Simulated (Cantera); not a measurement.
An adiabatic, constant-pressure homogeneous reactor starts with H₂ : O₂ : N₂ = 1 : 0.278 : 1.31 (molar parts), at 1373 K and 15800 Torr.

Detailed kinetics in Cantera: GRI-Mech 3.0 (53 species, 325 reactions). The hydrogen kinetics of GRI-Mech 3.0 are dated; newer H2 mechanisms differ, most at raised pressure. The pressure lies above the range GRI-Mech 3.0 was tuned for (to about 10 atm).

### Question
Predict: time of steepest temperature rise; temperature at 1.00 s; equilibrium temperature; x(H₂) at 1.00 s; x(O₂) at 1.00 s; x(H₂O) at 1.00 s; x(O) at 1.00 s; x(OH) at 1.00 s; x(H₂O₂) at 1.00 s; x(NO) at 1.00 s.

### Answer
time of steepest temperature rise: 3.46 µs
temperature at 1.00 s: 2818 K
equilibrium temperature: 2818 K
x(H₂) at 1.00 s: 0.189 (gas-phase equilibrium 0.189)
x(O₂) at 1.00 s: 4.08e-5 (gas-phase equilibrium 4.08e-5)
x(H₂O) at 1.00 s: 0.236 (gas-phase equilibrium 0.236)
x(O) at 1.00 s: 8.16e-5 (gas-phase equilibrium 8.16e-5)
x(OH) at 1.00 s: 0.00296 (gas-phase equilibrium 0.00296)
x(H₂O₂) at 1.00 s: 8.93e-8 (gas-phase equilibrium 8.93e-8)
x(NO) at 1.00 s: 0.000446 (gas-phase equilibrium 0.000446)
